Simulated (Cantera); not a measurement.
**Reactions in the system C-H**

Standard-state values (1 bar) from the NASA 1993 polynomials, evaluated with Cantera. Values are per mole of reaction as written; species without (g) are pure solids or liquids, kept so even where they would boil at 1 bar.

CH4(g) + C ⇌ C2H4(g)

```tsv
T (K)	ΔH° (kJ)	ΔS° (J/K)	ΔG° (kJ)	log10 K
2073	122.5	24.6	71.5	-1.80
2173	121.8	24.3	69.0	-1.66
2273	120.9	23.9	66.6	-1.53
2373	120.1	23.5	64.3	-1.41
2473	119.1	23.1	61.9	-1.31
2573	118.2	22.8	59.6	-1.21
2673	117.1	22.4	57.4	-1.12
2773	116.1	22.0	55.2	-1.04
2873	114.9	21.6	53.0	-0.96
2973	113.7	21.2	50.8	-0.89
```

2 C2H4(g) ⇌ C2H6(g) + C2H2(g)

```tsv
T (K)	ΔH° (kJ)	ΔS° (J/K)	ΔG° (kJ)	log10 K
2073	45.7	1.4	42.9	-1.08
2173	45.9	1.5	42.7	-1.03
2273	46.1	1.6	42.6	-0.98
2373	46.4	1.7	42.4	-0.93
2473	46.6	1.8	42.2	-0.89
2573	46.9	1.9	42.0	-0.85
2673	47.1	2.0	41.8	-0.82
2773	47.4	2.1	41.6	-0.78
2873	47.7	2.2	41.4	-0.75
2973	48.0	2.3	41.2	-0.72
```
